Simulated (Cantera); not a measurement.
Feed: 1 mol SiO2, 4.2 mol CH4, 1.1 mol N2, at 33.0 Pa.

These are equilibrium values from Cantera (NASA tables, ideal gas, pure condensed phases), not measurements of a reactor. Candidate condensed phases: C, C6H6, C7H8, C8H18, H2O, Si, SiC, SiO2, Si2N2O, Si3N4; 151 gas species. The tables' values for SiN are old estimates; treat these amounts as uncertain. The numbers say what is thermodynamically allowed, not how fast it happens. All values below are at 2175 K.

Base state: H2 0.510, H 0.192, CO 0.144, N2 0.0769, Si 0.0608, HCN 0.00550, SiC2 0.00531, Si2C 0.00229 (mole fractions); condensed: C(graphite).

### Question
What changes in the equilibrium state with this change: N2 from 1.1 to 11 mol?

### Answer
```csv
species,before,after
N2,0.0769,0.452
H2,0.510,0.273
H,0.192,0.140
CO,0.144,0.0827
Si,0.0608,0.0361
SiO,0.00136,0.000463
Si2,6.45e-5,2.27e-5
"C(graphite), mol",1.93,1.75
```
